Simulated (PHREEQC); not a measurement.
A solution holds 0.014 mol/kgw Cu(BF4)2, 4.9e-05 mol/kgw H2SO4 and 3.9e-05 mol/kgw NaCl, at 25 °C. Closed to the air; pH follows from the charge balance.

Model: ion-association model, phreeqc.dat, run in PHREEQC.

Each row changes one thing in this solution. No solid was allowed to form.

```tsv
case	pH	ionic strength (mol/kgw)	BF4- (mol/kgw)	HF (mol/kgw)	F- (mol/kgw)	BF3OH- (mol/kgw)	SI of Halite (NaCl)
as made	2.81	0.0432	0.0244	0.00495	0.00263	0.00179	-10.56
diluted 10-fold with water	…	0.00512	0.00147	0.00241	0.00190	0.000224	-12.46
H2SO4 replaced by Na2SO4 at the same molality	…	0.0432	0.0244	0.00492	0.00268	0.00180	…
NaCl from 3.9e-05 to 7.8e-05 mol/kgw	2.81	0.0432	0.0244	0.00495	0.00263	0.00179	…
Cu(BF4)2 from 0.014 to 0.0014 mol/kgw	3.02	0.00522	0.00148	0.00244	0.00185	0.000223	…
```

Q: Complete the blanks.

A: 
- diluted 10-fold with water, pH: 3.04
- H2SO4 replaced by Na2SO4 at the same molality, pH: 2.82
- H2SO4 replaced by Na2SO4 at the same molality, SI of Halite (NaCl): -10.01
- NaCl from 3.9e-05 to 7.8e-05 mol/kgw, SI of Halite (NaCl): -9.96
- Cu(BF4)2 from 0.014 to 0.0014 mol/kgw, SI of Halite (NaCl): -10.46

Real BF4- forms and hydrolyses slowly; the run takes it at equilibrium.
